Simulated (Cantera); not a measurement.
A freely propagating, adiabatic, planar premixed flame of CH4 : H2 : O2 : N2 = 1 : 0.099 : 3.11 : 11.7 (molar parts), equivalence ratio 0.66, unburnt at 650 K and 97.5 Torr; mixture-averaged transport, grid criteria slope 0.08 and curve 0.16, no radiation.

Computed with Cantera and GRI-Mech 3.0 (53 species, 325 reactions). Burning velocities carry a grid error of a few per cent, more on coarse grids.

Q: What does this change do: 0.73 parts CO2 added?

A: 
| quantity | before | after |
|---|---|---|
| laminar burning velocity | 174 cm/s | 142 cm/s |
| thermal thickness | 2.29 mm | 2.57 mm |
| peak x(C2H6) | 0.000521 | 0.000522 |
| peak x(O) | 0.00972 | 0.00780 |
| peak x(CO) | 0.0373 | 0.0360 |

Q: What does this change do: 1.2 parts CO2 added?

A: 
```csv
quantity,before,after
laminar burning velocity,174 cm/s,125 cm/s
thermal thickness,2.29 mm,2.77 mm
peak x(C2H6),0.000521,0.000516
peak x(O),0.00972,0.00682
peak x(CO),0.0373,0.0350
```
